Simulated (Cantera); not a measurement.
Charge: 1 mol PbS, 7.1 mol H₂, 0.43 mol N₂, held at 2.63 Torr.

These are equilibrium values from Cantera (NASA tables, ideal gas, pure condensed phases), not measurements of a reactor. Candidate condensed phases: Pb, PbS, S; 18 gas species. Equilibrium is a limit: real reactors are often held back by kinetics, nucleation or transport. All values below are at 1302 °C.

Base state: H₂ 0.799, PbS 0.0611, Pb 0.0539, N₂ 0.0494, S₂ 0.0175, H₂S 0.0161, SH 0.00254, H 0.000628 (mole fractions); condensed: gas only.

Q: What changes in the equilibrium state with this change: PbS replaced by Al₂O₃?

A: 
| species | before | after |
|---|---|---|
| H₂ | 0.799 | 0.942 |
| N₂ | 0.0494 | 0.0571 |
| H | 0.000628 | 0.000682 |
| PbS | 0.0611 | 0 |
| Pb | 0.0539 | 0 |
| S₂ | 0.0175 | 0 |
| H₂S | 0.0161 | 0 |
| SH | 0.00254 | 0 |
| S | 0.000209 | 0 |
| Al₂O₃(s), mol | 0 | 1.000 |
Further candidate phases: Al, AlN, Al₂O₃, H₂O.
